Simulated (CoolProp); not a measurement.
Vapour-liquid equilibrium of isobutane (1) + n-butane (2) at 52.75 °C; x and y are mole fractions of (1).

The numbers come from the multi-fluid Helmholtz-energy mixture model, Bücker 2006 and Bücker 2006; pair parameters Kunz 2012 in CoolProp.

```json
[
 {"x": "0.05", "bubble pressure, mixture model (kPa)": "542.1", "bubble pressure, Raoult's law (kPa)": "542.3", "y, mixture model": "0.065", "y, Raoult's law": "0.068"},
 {"x": "0.15", "bubble pressure, mixture model (kPa)": "…", "bubble pressure, Raoult's law (kPa)": "562.3", "y, mixture model": "0.187", "y, Raoult's law": "0.195"},
 {"x": "0.25", "bubble pressure, mixture model (kPa)": "581.1", "bubble pressure, Raoult's law (kPa)": "582.3", "y, mixture model": "0.303", "y, Raoult's law": "0.314"},
 {"x": "0.35", "bubble pressure, mixture model (kPa)": "600.7", "bubble pressure, Raoult's law (kPa)": "602.3", "y, mixture model": "0.412", "y, Raoult's law": "0.426"},
 {"x": "0.45", "bubble pressure, mixture model (kPa)": "620.4", "bubble pressure, Raoult's law (kPa)": "622.3", "y, mixture model": "…", "y, Raoult's law": "0.530"},
 {"x": "0.55", "bubble pressure, mixture model (kPa)": "640.3", "bubble pressure, Raoult's law (kPa)": "642.3", "y, mixture model": "0.614", "y, Raoult's law": "0.627"},
 {"x": "0.65", "bubble pressure, mixture model (kPa)": "…", "bubble pressure, Raoult's law (kPa)": "662.3", "y, mixture model": "0.707", "y, Raoult's law": "0.719"},
 {"x": "0.75", "bubble pressure, mixture model (kPa)": "680.6", "bubble pressure, Raoult's law (kPa)": "682.4", "y, mixture model": "0.796", "y, Raoult's law": "0.805"},
 {"x": "0.85", "bubble pressure, mixture model (kPa)": "701.1", "bubble pressure, Raoult's law (kPa)": "702.4", "y, mixture model": "0.880", "y, Raoult's law": "0.886"},
 {"x": "0.95", "bubble pressure, mixture model (kPa)": "721.9", "bubble pressure, Raoult's law (kPa)": "722.4", "y, mixture model": "0.961", "y, Raoult's law": "0.963"}
]
```

**Question.** What belongs in the gaps?

**Answer.** 
- 0.15, bubble pressure, mixture model (kPa): 561.6
- 0.45, y, mixture model: 0.516
- 0.65, bubble pressure, mixture model (kPa): 660.3

The largest gap from Raoult's law is -0.3 % in bubble pressure, at x = 0.55. No azeotrope shows between x = 0.05 and 0.95.

The pair parameters rest on a limited set of measurements; away from them the model extrapolates.
